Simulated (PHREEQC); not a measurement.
Consider water at 25 °C with 0.0085 mol KHF2, 0.00045 mol NaF and 0.038 mol LiCl per kg of water. Closed to the air; pH follows from the charge balance.

Model: ion-association model, phreeqc.dat, run in PHREEQC.

| quantity | before | after |
|---|---|---|
| pH | 3.18 | 9.07 |
| ionic strength (mol/kgw) | 0.0477 | 0.0555 |
| F- (mol/kgw) | 0.00944 | 0.0175 |
| HF (mol/kgw) | 0.00747 | 1.76e-8 |
| HF2- (mol/kgw) | 0.000270 | 1.18e-9 |
| SI of Sylvite (KCl) | -4.57 | -4.58 |

Q: Which change was made?
(A) LiCl from 0.038 to 0.057 mol/kgw
(B) LiCl from 0.038 to 0.0418 mol/kgw
(C) diluted 10-fold with water
(D) temperature from 25 to 30 °C
(E) 0.013 mol/kgw NH3 added

A: E, 0.013 mol/kgw NH3 added

No solid was allowed to form.
